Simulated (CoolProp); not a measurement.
Vapour-liquid equilibrium of diethyl ether (1) + acetone (2) at 2.71 bar; x and y are mole fractions of (1).

Computed with CoolProp (multi-fluid Helmholtz-energy mixture model, Thol 2014 and Lemmon 2006; pair parameters Bell 2016).

| x | bubble temperature (K) | y at the bubble point | dew temperature at overall composition x (K) | liquid density (mol/L) |
|---|---|---|---|---|
| 0.05 | 358.6 | 0.110 | 360.1 | 12.02 |
| 0.2 | 351.8 | 0.369 | 356.4 | 11.44 |
| 0.35 | [?] | 0.542 | 352.3 | 10.88 |
| 0.5 | 343.3 | 0.662 | 348.0 | 10.35 |
| 0.65 | [?] | 0.756 | 343.6 | 9.861 |
| 0.8 | 339.4 | 0.844 | 340.0 | 9.411 |
| 0.95 | 338.6 | 0.953 | 338.6 | [?] |

Task: Some entries are withheld; supply them.

Result: 
- 0.35, bubble temperature (K): 346.8
- 0.65, bubble temperature (K): 340.9
- 0.95, liquid density (mol/L): 9.006

No azeotrope shows between x = 0.05 and 0.95.

Pair parameters are fitted to limited data, so mixtures are less certain than the pure fluids.
